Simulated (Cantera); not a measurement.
What does this Cantera script print?

```python
import numpy as np
import cantera as ct

gas = ct.Solution("gri30.yaml")
gas.TPX = 775, 83000, {'H2': 1, 'O2': 0.602, 'N2': 2.27}
inlet = ct.Reservoir(gas, clone=True)
gas.equilibrate("HP")  # start burning
reactor = ct.IdealGasConstPressureReactor(gas, energy="on", clone=False)
exhaust = ct.Reservoir(gas, clone=True)
tau = [0.17, 0.072, 0.03, 0.013, 0.0054, 0.0023, 0.00096, 0.00041, 0.00017, 7.2e-05, 3e-05][0]
for a, b in ((inlet, reactor), (reactor, exhaust)):
    ct.MassFlowController(a, b, mdot=lambda t: reactor.mass / tau)
net = ct.ReactorNet([reactor])
show = ['H2', 'O2', 'OH', 'N2O', 'NO', 'HO2']

rows = []
print(f"{'tau/s':>10s}{'T/K':>9s}" + "".join(f"{s:>11s}" for s in show))
for tau in [0.17, 0.072, 0.03, 0.013, 0.0054, 0.0023, 0.00096, 0.00041, 0.00017, 7.2e-05, 3e-05]:
    net.initial_time = 0.0
    net.advance(30 * tau)
    before = gas.X
    net.advance(40 * tau)
    drift = np.max(np.abs(gas.X - before) / (gas.X + 1e-9))
    rows.append([gas.T, *gas[show].X, drift])
    print(f"{tau:10.3e}{gas.T:9.1f}" + "".join(f"{x:11.3e}" for x in gas[show].X))
```

Output:

```
     tau/s      T/K         H2         O2         OH        N2O         NO        HO2
 1.700e-01   2478.4  1.002e-02  2.736e-02  1.426e-02  3.320e-07  6.799e-03  4.643e-06
 7.200e-02   2477.2  1.016e-02  2.768e-02  1.442e-02  3.235e-07  6.187e-03  4.681e-06
 3.000e-02   2473.9  1.050e-02  2.830e-02  1.477e-02  3.076e-07  5.047e-03  4.747e-06
 1.300e-02   2465.1  1.125e-02  2.921e-02  1.539e-02  2.833e-07  3.519e-03  4.825e-06
 5.400e-03   2441.1  1.302e-02  3.045e-02  1.654e-02  2.444e-07  1.959e-03  4.906e-06
 2.300e-03   2388.3  1.647e-02  3.206e-02  1.825e-02  1.904e-07  9.236e-04  5.164e-06
 9.600e-04   2290.8  2.198e-02  3.446e-02  2.011e-02  1.370e-07  3.573e-04  6.288e-06
 4.100e-04   2156.4  2.817e-02  3.755e-02  2.093e-02  1.046e-07  1.384e-04  8.956e-06
 1.700e-04   1987.9  3.405e-02  4.149e-02  1.999e-02  8.617e-08  7.009e-05  1.358e-05
 7.200e-05   1807.1  3.909e-02  4.628e-02  1.734e-02  7.347e-08  4.302e-05  1.995e-05
 3.000e-05   1615.2  4.669e-02  5.368e-02  1.344e-02  5.964e-08  2.235e-05  2.949e-05
```

Model: GRI-Mech 3.0 (53 species, 325 reactions), integrated in Cantera.
